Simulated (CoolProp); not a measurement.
Computed with CoolProp (reference Helmholtz-energy equation of state, Thol 2015).

Task: For 1,2-dichloroethane, give the phase and the cp (kJ/(kg K)), cv (kJ/(kg K)), isothermal compressibility (1/MPa), expansivity (1/kK) at 405.3 K and 1.49 MPa; 472.3 K and 3.15 MPa.

Result: 
- 405.3 K and 1.49 MPa: liquid; cp 1.44, cv 0.959, isothermal compressibility 0.00223, expansivity 1.68
- 472.3 K and 3.15 MPa: liquid; cp 1.58, cv 1.02, isothermal compressibility 0.00542, expansivity 2.46
